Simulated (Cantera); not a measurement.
Cantera run:

```python
import numpy as np
import cantera as ct

gas_names = """
    C CN CO CO2 C2 CCN CNC C2N2 C2O C3 C3O2 C4 C4N2 C5 N NCO NO NO2 NO3 N2 N2O O O2 O3 Si SiC SiC2 SiN
    SiO SiO2 Si2 Si2C Si2N Si3
""".split()
cond_names = """
    C(gr) Si(cr) Si(L) SiC(b) SiO2(Lqz) SiO2(hqz) SiO2(L) Si2N2O(s) Si3N4(a)
""".split()


def load(file, names, dense=False):
    # The tables refer to 1 bar. Condensed volumes are neglected.
    table = {s.name: s for s in ct.Species.list_from_file(file)}
    out = []
    for n in names:
        d = dict(table[n].input_data)
        d["thermo"] = dict(d["thermo"], **{"reference-pressure": 1e5})
        if dense:
            d["equation-of-state"] = {"model": "constant-volume", "density": "1e6 g/cm^3"}
        out.append(ct.Species.from_dict(d))
    return out


gas = ct.Solution(thermo="ideal-gas", species=load("nasa_gas.yaml", gas_names))
cond = {s.name: ct.Solution(thermo="fixed-stoichiometry", species=[s], name=s.name)
        for s in load("nasa_condensed.yaml", cond_names, dense=True)}
atoms = {
    'Si3N4': {'Si': 3, 'N': 4},
    'CO2': {'C': 1, 'O': 2},
    'N2': {'N': 2},
}
top_T = {'C(gr)': 4500, 'SiC(b)': 3050, 'Si2N2O(s)': 2100, 'Si3N4(a)': 2400}  # K; cautious upper limits of use, not melting points


def equilibrate(T, P, feed):
    n = {}
    for name, mol in feed.items():
        for a, k in atoms[name].items():
            n[a] = n.get(a, 0.0) + k * mol
    gas.TPX = T, P, n
    mass = sum(n.values()) * gas.mean_molecular_weight
    gas.equilibrate("TP")
    valid = [c for c in cond.values() if c.min_temp <= T <= top_T.get(c.name, c.max_temp)]
    mix = ct.Mixture([(gas, mass / gas.mean_molecular_weight)] + [(c, 0.0) for c in valid])
    mix.T, mix.P = T, P
    mix.equilibrate("TP", solver="vcs", rtol=1e-11, max_steps=5000)
    return mix


results = []
feed = {'Si3N4': 1, 'CO2': 0.19, 'N2': 54}  # mol
P = 10000  # Pa
for T in [1225, 1275, 1325, 1375, 1425, 1475, 1525, 1575, 1625, 1675, 1725, 1775, 1825, 1875]:
    mix = equilibrate(T, P, feed)
    results.append((T, P, feed, dict(zip(mix.species_names, mix.species_moles))))
    x = sorted(zip(gas.X, gas.species_names), reverse=True)
    print(f"T = {T:g} K  P = {P:g} Pa  gas = {mix.phase_moles(0):.4g} mol")
    print("   x: " + "  ".join(f"{s} {v:.3e}" for v, s in x if v > 0.001))
    print("   condensed (mol): " + ("  ".join(f"{mix.phase(i).name} {mix.phase_moles(i):.4g}"
          for i in range(1, mix.n_phases) if mix.phase_moles(i) > 1e-12) or "none"))
```

Result:

```
T = 1225 K  P = 10000 Pa  gas = 54.13 mol
   x: N2 1.000e+00
   condensed (mol): C(gr) 0.1899  Si2N2O(s) 0.3799  Si3N4(a) 0.7467
T = 1275 K  P = 10000 Pa  gas = 54.13 mol
   x: N2 1.000e+00
   condensed (mol): C(gr) 0.1898  Si2N2O(s) 0.3798  Si3N4(a) 0.7468
T = 1325 K  P = 10000 Pa  gas = 54.13 mol
   x: N2 1.000e+00
   condensed (mol): C(gr) 0.1893  Si2N2O(s) 0.3793  Si3N4(a) 0.7471
T = 1375 K  P = 10000 Pa  gas = 54.13 mol
   x: N2 1.000e+00
   condensed (mol): C(gr) 0.1879  Si2N2O(s) 0.3779  Si3N4(a) 0.748
T = 1425 K  P = 10000 Pa  gas = 54.13 mol
   x: N2 9.999e-01
   condensed (mol): C(gr) 0.1844  Si2N2O(s) 0.3744  Si3N4(a) 0.7504
T = 1475 K  P = 10000 Pa  gas = 54.14 mol
   x: N2 9.997e-01
   condensed (mol): C(gr) 0.1757  Si2N2O(s) 0.3657  Si3N4(a) 0.7562
T = 1525 K  P = 10000 Pa  gas = 54.25 mol
   x: N2 9.994e-01
   condensed (mol): SiC(b) 0.1571  Si2N2O(s) 0.3471  Si3N4(a) 0.7162
T = 1575 K  P = 10000 Pa  gas = 54.25 mol
   x: N2 9.991e-01
   condensed (mol): SiC(b) 0.1417  Si2N2O(s) 0.3313  Si3N4(a) 0.7318
T = 1625 K  P = 10000 Pa  gas = 54.26 mol
   x: N2 9.987e-01  CO 1.280e-03
   condensed (mol): SiC(b) 0.1205  Si2N2O(s) 0.3093  Si3N4(a) 0.7532
T = 1675 K  P = 10000 Pa  gas = 54.26 mol
   x: N2 9.981e-01  CO 1.799e-03
   condensed (mol): SiC(b) 0.09239  Si2N2O(s) 0.2778  Si3N4(a) 0.7825
T = 1725 K  P = 10000 Pa  gas = 54.27 mol
   x: N2 9.972e-01  CO 2.478e-03
   condensed (mol): SiC(b) 0.05551  Si2N2O(s) 0.2305  Si3N4(a) 0.8228
T = 1775 K  P = 10000 Pa  gas = 54.32 mol
   x: N2 9.958e-01  CO 3.350e-03
   condensed (mol): SiC(b) 0.008047  Si2N2O(s) 0.1517  Si3N4(a) 0.8807
T = 1825 K  P = 10000 Pa  gas = 54.43 mol
   x: N2 9.940e-01  CO 3.490e-03  SiO 2.466e-03
   condensed (mol): Si2N2O(s) 0.05578  Si3N4(a) 0.9178
T = 1875 K  P = 10000 Pa  gas = 54.53 mol
   x: N2 9.930e-01  SiO 3.731e-03  CO 3.238e-03
   condensed (mol): SiC(b) 0.01341  Si3N4(a) 0.9268
```

These are equilibrium values from Cantera (NASA tables, ideal gas, pure condensed phases), not measurements of a reactor. Mutual solubility and eutectic melting of coexisting phases are not modelled.
